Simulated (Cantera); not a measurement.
Cantera run:

```python
import numpy as np
import cantera as ct

gas_names = [...]  # 136 gases of nasa_gas.yaml made of C, H, N, O
cond_names = """
    C(gr) C6H6(L) C7H8(L) C8H18(L),n-octa H2O(s) H2O(L)
""".split()


# ... load() reads the species with a 1 bar reference pressure and builds the phases ...
atoms = {
    'acetone': {'C': 3, 'H': 6, 'O': 1},
    'H2': {'H': 2},
    'NH3': {'N': 1, 'H': 3},
}
top_T = {'C(gr)': 4500}  # K; cautious upper limits of use, not melting points


# ... equilibrate(T, P, feed) seeds the gas with the atoms and calls Mixture.equilibrate('TP', solver="vcs", rtol=1e-11, max_steps=5000) ...
results = []
feed = {'acetone': 1, 'H2': 19, 'NH3': 1.2}  # mol
P = 34000  # Pa
for T in [1875, 1975, 2075, 2175, 2275, 2375, 2475, 2575, 2675, 2775, 2875]:
    mix = equilibrate(T, P, feed)
    results.append((T, P, feed, dict(zip(mix.species_names, mix.species_moles))))
    x = sorted(zip(gas.X, gas.species_names), reverse=True)
    print(f"T = {T:g} K  P = {P:g} Pa  gas = {mix.phase_moles(0):.4g} mol")
    print("   x: " + "  ".join(f"{s} {v:.3e}" for v, s in x if v > 0.001))
    print("   condensed (mol): " + ("  ".join(f"{mix.phase(i).name} {mix.phase_moles(i):.4g}"
          for i in range(1, mix.n_phases) if mix.phase_moles(i) > 1e-12) or "none"))
```

Result:

```
T = 1875 K  P = 34000 Pa  gas = 25.41 mol
   x: H2 9.348e-01  CO 3.935e-02  N2 2.295e-02  HCN 1.277e-03  H 1.087e-03
   condensed (mol): C(gr) 1.946
T = 1975 K  P = 34000 Pa  gas = 25.43 mol
   x: H2 9.330e-01  CO 3.933e-02  N2 2.258e-02  H 2.267e-03  HCN 1.937e-03
   condensed (mol): C(gr) 1.914
T = 2075 K  P = 34000 Pa  gas = 25.45 mol
   x: H2 9.300e-01  CO 3.929e-02  N2 2.208e-02  H 4.405e-03  HCN 2.808e-03  C2H2,acetylene 1.154e-03
   condensed (mol): C(gr) 1.862
T = 2175 K  P = 34000 Pa  gas = 25.5 mol
   x: H2 9.249e-01  CO 3.921e-02  N2 2.143e-02  H 8.052e-03  HCN 3.908e-03  C2H2,acetylene 2.064e-03
   condensed (mol): C(gr) 1.785
T = 2275 K  P = 34000 Pa  gas = 25.58 mol
   x: H2 9.171e-01  CO 3.910e-02  N2 2.061e-02  H 1.394e-02  HCN 5.240e-03  C2H2,acetylene 3.493e-03
   condensed (mol): C(gr) 1.672
T = 2375 K  P = 34000 Pa  gas = 25.69 mol
   x: H2 9.053e-01  CO 3.892e-02  H 2.301e-02  N2 1.961e-02  HCN 6.788e-03  C2H2,acetylene 5.621e-03
   condensed (mol): C(gr) 1.515
T = 2475 K  P = 34000 Pa  gas = 25.87 mol
   x: H2 8.883e-01  CO 3.866e-02  H 3.637e-02  N2 1.844e-02  C2H2,acetylene 8.639e-03  HCN 8.509e-03
   condensed (mol): C(gr) 1.3
T = 2575 K  P = 34000 Pa  gas = 26.12 mol
   x: H2 8.647e-01  H 5.524e-02  CO 3.828e-02  N2 1.712e-02  C2H2,acetylene 1.271e-02  HCN 1.034e-02  HNC 1.316e-03
   condensed (mol): C(gr) 1.015
T = 2675 K  P = 34000 Pa  gas = 26.47 mol
   x: H2 8.333e-01  H 8.086e-02  CO 3.777e-02  C2H2,acetylene 1.794e-02  N2 1.567e-02  HCN 1.217e-02  HNC 1.720e-03
   condensed (mol): C(gr) 0.6475
T = 2775 K  P = 34000 Pa  gas = 26.95 mol
   x: H2 7.929e-01  H 1.143e-01  CO 3.711e-02  C2H2,acetylene 2.431e-02  N2 1.414e-02  HCN 1.391e-02  HNC 2.165e-03
   condensed (mol): C(gr) 0.1827
T = 2875 K  P = 34000 Pa  gas = 27.59 mol
   x: H2 7.491e-01  H 1.571e-01  CO 3.625e-02  C2H2,acetylene 2.580e-02  HCN 1.430e-02  N2 1.324e-02  HNC 2.434e-03
   condensed (mol): none
```

Cantera equilibrium calculation (NASA polynomials, part measured and part estimated; ideal gas, pure solids and liquids). The feed counts by its element totals alone.
